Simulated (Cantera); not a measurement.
Feed: 1 mol SiC, 0.0011 mol H₂O, 6.2 mol H₂, at 3.10 Pa.

These are equilibrium values from Cantera (NASA tables, ideal gas, pure condensed phases), not measurements of a reactor. Candidate condensed phases: C, C₆H₆, C₇H₈, C₈H₁₈, H₂O, Si, SiC, SiO₂; 123 gas species. The numbers say what is thermodynamically allowed, not how fast it happens. All values below are at 1448 K.

Base state: H₂ 0.998, H 0.00165, CO 9.53e-5, SiO 8.19e-5, Si 1.31e-5 (mole fractions); condensed: SiC(s).

**Question.** What changes in the equilibrium state with this change: H₂O from 0.0011 to 0.029 mol?

**Answer.** 
| species | before | after |
|---|---|---|
| H₂ | 0.998 | 0.994 |
| CO | 9.53e-5 | 0.00232 |
| SiO | 8.19e-5 | 0.00231 |
| Si | 1.31e-5 | 1.40e-5 |
| H | 0.00165 | 0.00165 |
| SiC(s), mol | 0.999 | 0.985 |
